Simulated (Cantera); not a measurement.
Cantera run:

```python
import numpy as np
import cantera as ct

gas_names = """
    C CO CO2 C2 C2O C3 C3O2 C4 C5 Mg MgO Mg2 O O2 O3
""".split()
cond_names = """
    C(gr) Mg(cr) Mg(L) MgCO3(s) MgO(s) MgO(L)
""".split()


# ... load() reads the species with a 1 bar reference pressure and builds the phases ...
atoms = {
    'MgCO3': {'Mg': 1, 'C': 1, 'O': 3},
    'C': {'C': 1},
    'CO2': {'C': 1, 'O': 2},
}
top_T = {'C(gr)': 4500}  # K; cautious upper limits of use, not melting points


# ... equilibrate(T, P, feed) seeds the gas with the atoms and calls Mixture.equilibrate('TP', solver="vcs", rtol=1e-11, max_steps=5000) ...
results = []
T = 673.15  # K
P = 133.322  # Pa
for m in [0.062, 0.096, 0.13, 0.17, 0.2, 0.23, 0.27]:
    feed = {'MgCO3': 1, 'C': m, 'CO2': 0.022}  # mol
    mix = equilibrate(T, P, feed)
    results.append((T, P, feed, dict(zip(mix.species_names, mix.species_moles))))

top = {s: max(r[3][s] / sum(r[3][g] for g in gas_names) for r in results) for s in gas_names}
cols = sorted((s for s in top if top[s] > 1e-06), key=lambda s: -top[s])[:7]
seen = [c for c in cond_names if any(r[3].get(c, 0) > 1e-12 for r in results)]
print("log10 of partial pressures in bar; condensed amounts in mol")
print(f"{'n(C)':>10s}" + "".join(f"{s[:9]:>10s}" for s in cols + seen))
for T, P, feed, n in results:
    ng = sum(n[g] for g in gas_names)
    print(f"{feed['C']:10.4g}" + "".join(f"{np.log10(max(n[s] / ng * P / 1e5, 1e-99)):10.3f}" for s in cols)
          + "".join(f"{n.get(c, 0):10.4g}" for c in seen))
```

Result:

```
log10 of partial pressures in bar; condensed amounts in mol
      n(C)       CO2        CO     C(gr)    MgO(s)
     0.062    -2.928    -3.817         0         1
     0.096    -2.957    -3.640         0         1
      0.13    -2.978    -3.550  0.009063         1
      0.17    -2.978    -3.550   0.04906         1
       0.2    -2.978    -3.550   0.07906         1
      0.23    -2.978    -3.550    0.1091         1
      0.27    -2.978    -3.550    0.1491         1
```

These are equilibrium values from Cantera (NASA tables, ideal gas, pure condensed phases), not measurements of a reactor.
